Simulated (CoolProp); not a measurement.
Vapour-liquid equilibrium of cyclohexane (1) + ethanol (2) at 343 K; x and y are mole fractions of (1).

The numbers come from the multi-fluid Helmholtz-energy mixture model, Zhou 2014 and Schroeder 2014; pair parameters Bell 2016 in CoolProp.

```tsv
x	bubble pressure, mixture model (kPa)	bubble pressure, Raoult's law (kPa)	y, mixture model	y, Raoult's law
0.05	84.80	71.58	0.192	0.050
0.2	107.6	71.68	0.432	0.201
0.35	114.2	71.78	0.500	0.352
0.5	115.1	71.88	0.518	0.502
0.65	114.7	71.98	0.529	0.652
0.8	110.6	72.08	0.574	0.801
0.95	88.81	72.18	0.782	0.950
```

The largest gap from Raoult's law is +60.1 % in bubble pressure, at x = 0.5. y crosses x between x = 0.5 and 0.65: the model has an azeotrope there.

The pair parameters rest on a limited set of measurements; away from them the model extrapolates. With so large a gap from Raoult's law the liquid may split in two, which this calculation doesn't test in full.
